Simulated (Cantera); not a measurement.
Feed: 1 mol C, 17 mol H2, equilibrated at 20.0 Pa.

Cantera equilibrium calculation (NASA polynomials, part measured and part estimated; ideal gas, pure solids and liquids). Candidate condensed phases: C, C6H6, C7H8, C8H18; 76 gas species. The numbers say what is thermodynamically allowed, not how fast it happens.

Over these rows the condensed part is C(graphite). Partial pressures as log10 of bar:

| T (K) | 1000/T (1/K) | log p C2H2 (acetylene) | log p H2 |
|---|---|---|---|
| 1325 | 0.7547 | -9.77 | -3.70 |
| 1400 | 0.7143 | ? | -3.70 |
| 1475 | 0.6780 | -8.88 | -3.70 |
| 1550 | 0.6452 | -8.49 | -3.70 |
| 1625 | 0.6154 | -8.15 | -3.70 |
| 1700 | 0.5882 | -7.84 | -3.70 |

**Question.** Fit log p(C2H2 (acetylene)) = a + b·(1000/T) to the five rows, give the apparent enthalpy, and predict the row at 1400 K.

**Answer.** Means: 1000/T = 0.6563, log p = -8.626. Sxy = -0.192586, Sxx = 0.0165871, so b = -11.61 and a = -8.626 − (-11.61)×0.6563 = -1.01.
Apparent enthalpy: −19.145 × (-11.61) = 222 kJ/mol. With the condensed phases at unit activity, 2 C(graphite) + H2(g) = C2H2 (acetylene)(g) links this pressure to the main gases: over the six rows their terms move log p by +0.00 in all, so the slope is close to that reaction's ΔH°. The five rows lie within 0.01 of the line.
Prediction at 1400 K: -1.01 + (-11.61)×0.7143 = -9.30. The computed value is -9.30, 0.00 from the line.
